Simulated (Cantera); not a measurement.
Charge: 1 mol Si, a varied amount of CO2, 22 mol H2, held at 1473.15 K and 10.0 mbar.

Method: chemical equilibrium by Gibbs-energy minimisation in Cantera with the NASA 1993 tables (ideal gas, pure condensed phases). Candidate condensed phases: C, C6H6, C7H8, C8H18, H2O, Si, SiC, SiO2; 123 gas species. Mutual solubility and eutectic melting of coexisting phases are not modelled. The tables hold silica as quartz up to 1696 K and as liquid above; real silica turns to tridymite and cristobalite and melts near 1996 K. Rates play no part.

Q: What share of the Si ends up in condensed phases as a function of n(CO2) (mol), at 0.25, 0.55, 0.84, 1.1, 1.4, 1.7, 2, 2.3, 2.6, 2.9?

A: 
```
n(CO2) (mol)  Si condensed (%)                       as
------------  ----------------  -----------------------
0.25                      51.2           Si(s) + SiC(s)
0.55                      67.2  SiC(s) + SiO2(β-quartz)
0.84                      77.0  SiC(s) + SiO2(β-quartz)
1.1                       80.1  SiC(s) + SiO2(β-quartz)
1.4                       82.1  SiC(s) + SiO2(β-quartz)
1.7                       83.3  SiC(s) + SiO2(β-quartz)
2                         99.3           SiO2(β-quartz)
2.3                      100.0           SiO2(β-quartz)
2.6                      100.0           SiO2(β-quartz)
2.9                      100.0           SiO2(β-quartz)
```
